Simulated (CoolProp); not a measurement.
Properties of n-perfluorobutane along the isotherm 60.95 °C.

Computed with CoolProp (reference Helmholtz-energy equation of state, Gao 2022).

| p (kPa) | phase | Z | cp (kJ/(kg K)) | speed of sound (m/s) | isothermal compressibility (1/MPa) | expansivity (1/kK) |
|---|---|---|---|---|---|---|
| 484 | gas | 0.8755 | 0.9397 | 97.02 | 2.406 | 4.673 |
| 968 | liquid | 0.06187 | 1.228 | 281.0 | 0.01266 | 3.982 |
| 1450 | liquid | 0.09213 | 1.219 | 289.6 | 0.01176 | 3.789 |
| 1940 | liquid | 0.1226 | 1.210 | 297.9 | 0.01098 | 3.621 |
| 2420 | liquid | 0.1521 | 1.203 | 305.5 | 0.01032 | 3.476 |
| 2900 | liquid | 0.1814 | 1.196 | 312.8 | 0.009747 | 3.348 |
| 3390 | liquid | 0.2111 | 1.190 | 320.0 | 0.009231 | 3.232 |
| 3870 | liquid | 0.2400 | 1.185 | 326.6 | 0.008781 | 3.130 |
| 4350 | liquid | 0.2686 | 1.180 | 333.1 | 0.008379 | 3.037 |
| 4840 | liquid | 0.2977 | 1.176 | 339.4 | 0.008008 | 2.951 |
| 5320 | liquid | 0.3260 | 1.172 | 345.3 | 0.007680 | 2.874 |
| 5810 | liquid | 0.3547 | 1.168 | 351.2 | 0.007375 | 2.801 |
